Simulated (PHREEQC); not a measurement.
Dissolve 0.84 mol LiCl and 2.5 mol MgCl2 per kg of water at 25 °C. Closed to the air; pH follows from the charge balance.

Model: Pitzer model, pitzer.dat, run in PHREEQC.

This is a speciation only: nothing precipitates in the calculation.

Predict the activity of water.

activity of water 0.727.
